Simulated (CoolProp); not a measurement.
A single-stage vapour-compression cycle with isobutene: evaporating at 308.15 K (dew point), condensing at 340.15 K (bubble point), superheat 10 K, subcooling 0 K, compressor efficiency 0.65, no pressure losses. Each further row changes one setting.

The numbers come from the reference Helmholtz-energy equation of state, Lemmon 2005 in CoolProp. It is a short technical equation, of lower accuracy than the large ones.

```csv
case,cooling COP,pressure ratio,discharge temperature (K),refrigerating effect (kJ/kg),volumetric capacity (kJ/m³)
as stated,5.32,2.25,355.8,284,2720
evaporating temperature 313.15 K,6.55,1.96,354.7,291,3180
condensing temperature 335.15 K,6.49,2.00,350.3,297,2850
subcooling 5 K,5.57,2.25,355.8,297,2850
superheat 20 K,5.41,2.25,365.8,302,2780
compressor efficiency 0.55,4.50,2.25,360.5,284,2720
```
